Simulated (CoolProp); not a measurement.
Vapour pressure (kPa) of propylene: the reference equation beside estimates from Tc = 91.1 °C, pc = 4555 kPa, ω = 0.146. Clausius-Clapeyron is anchored at -34.75 °C with a constant enthalpy of vaporisation of 17.85 kJ/mol.

Model: reference Helmholtz-energy equation of state, Lemmon 2013, in CoolProp.

```tsv
T (°C)	reference	Clausius-Clapeyron	van der Waals	Redlich-Kwong	Soave-Redlich-Kwong	Peng-Robinson
-34.75	175.6	175.6	(withheld)	220.1	174.7	175.8
-26.85	238.4	234.4	763.9	295.6	237.8	238.3
-18.85	318.2	308.3	901.3	389.8	318.1	317.6
-10.95	415.1	397.6	1052	502.5	416.0	414.1
-3.05	532.7	505.2	1218	636.6	535.0	531.3
4.85	673.3	633.2	1400	794.3	(withheld)	671.8
12.75	(withheld)	783.7	1599	977.5	846.6	838.2
20.65	1034	959.0	1814	1188	1045	1033
28.55	1260	1161	2048	(withheld)	1275	1260
36.45	1520	1392	2299	(withheld)	1539	1522
44.35	1817	1655	2568	2003	1841	1822
```

Question: Complete the blanks.

Answer: 
- -34.75, van der Waals: 642.5
- 4.85, Soave-Redlich-Kwong: 677.6
- 12.75, reference: 839.6
- 28.55, Redlich-Kwong: 1428
- 36.45, Redlich-Kwong: 1699

Absolute difference from the reference over all 11 rows, mean and median: Clausius-Clapeyron 5.4 and 6.0 %, van der Waals 125.5 and 107.9 %, Redlich-Kwong 17.9 and 18.0 %, Soave-Redlich-Kwong 0.7 and 0.6 %, Peng-Robinson 0.2 and 0.2 %.
